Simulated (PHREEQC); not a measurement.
Dissolve 2 mol LiCl, 0.0028 mol Na2B4O7 and 2.7e-05 mol H4SiO4 per kg of water at 25 °C. Closed to the air; pH follows from the charge balance.

Equilibrium calculation in PHREEQC: Pitzer model, pitzer.dat.

Precipitation was switched off in this run.

Question: Predict the pH, density.

Answer: pH 8.39; density 1.043 g/cm³.

Question: In which forms is B present?

Answer: B(OH)3 50 %, B(OH)4- 50 % of the B.

In brines, pH and single-ion activities rest on the MacInnes convention.
